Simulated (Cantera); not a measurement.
**C2H6 + NH3 + N2 (carbon deposition, reforming and gasification)**

A closed system holds: 1 mol C2H6, 0.44 mol NH3, 0.49 mol N2, held at 1000 Pa.

Method: chemical equilibrium by Gibbs-energy minimisation in Cantera with the NASA 1993 tables (ideal gas, pure condensed phases). Candidate condensed phases: C, C6H6, C7H8, C8H18; 92 gas species. Rates play no part.

| T (K) | x H2 | x N2 | x H | x HCN | x CH4 | x C2H2 (acetylene) | x HNC | n C(graphite) |
|---|---|---|---|---|---|---|---|---|
| 875 | 0.834 | 0.163 | 4.58e-10 | 1.93e-7 | 0.00304 | 1.98e-11 | 1.01e-10 | 1.99 |
| 975 | 0.837 | 0.163 | 1.05e-8 | 1.27e-6 | 0.000879 | 4.77e-10 | 1.55e-9 | 2.00 |
| 1075 | 0.837 | 0.163 | 1.34e-7 | 5.85e-6 | 0.000316 | 6.30e-9 | 1.44e-8 | 2.00 |
| 1175 | 0.837 | 0.162 | 1.12e-6 | 2.07e-5 | 0.000134 | 5.33e-8 | 9.09e-8 | 2.00 |
| 1275 | 0.837 | 0.162 | 6.75e-6 | 6.01e-5 | 6.50e-5 | 3.22e-7 | 4.29e-7 | 2.00 |
| 1375 | 0.837 | 0.162 | 3.14e-5 | 0.000149 | 3.49e-5 | 1.49e-6 | 1.61e-6 | 2.00 |
| 1475 | 0.837 | 0.162 | 0.000119 | 0.000326 | 2.04e-5 | 5.58e-6 | 5.06e-6 | 2.00 |
| 1575 | 0.837 | 0.162 | 0.000380 | 0.000644 | 1.27e-5 | 1.77e-5 | 1.37e-5 | 2.00 |
| 1675 | 0.836 | 0.162 | 0.00106 | 0.00117 | 8.42e-6 | 4.85e-5 | 3.29e-5 | 1.99 |
| 1775 | 0.834 | 0.161 | 0.00264 | 0.00199 | 5.82e-6 | 0.000119 | 7.13e-5 | 1.99 |
| 1875 | 0.830 | 0.160 | 0.00597 | 0.00318 | 4.18e-6 | 0.000263 | 0.000142 | 1.98 |
x: gas mole fraction; n: condensed amount in mol.

From 875 K to 1875 K the condensed part is C(graphite). The main C-bearing gas is CH4 at 875 K and HCN at 1875 K.
